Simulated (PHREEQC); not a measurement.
Solution (20 °C and 300 atm): 47 mmol/kgw NH4HF2, 120 mmol/kgw (NH4)2SiF6 and 21 mmol/kgw H3PO4. Closed to the air; pH follows from the charge balance.

The numbers come from PHREEQC with the ion-association model, phreeqc.dat.

```csv
quantity,before,after
pH,2.55,2.05
ionic strength (mol/kgw),0.411,0.371
HF (mol/kgw),0.0556,0.00394
F- (mol/kgw),0.0284,0.000621
H2PO4- (mol/kgw),0.0173,0.0124
HF2- (mol/kgw),0.00503,7.83e-6
```

### Question
Name the change that produced these shifts.
(A) temperature from 20 to 75 °C
(B) NH4HF2 from 0.047 to 0.094 mol/kgw
(C) NH4HF2 left out
(D) (NH4)2SiF6 left out
(E) diluted 2-fold with water

### Answer
C, NH4HF2 left out

This is a speciation only: nothing precipitates in the calculation. Some of these states are supersaturated (in Quartz (slow to form), Chalcedony (slow to form), for instance). Under pressure, the constants of complexes without a molar volume in the database are unreliable. SiF6-2 is the database's only silicon fluoride.
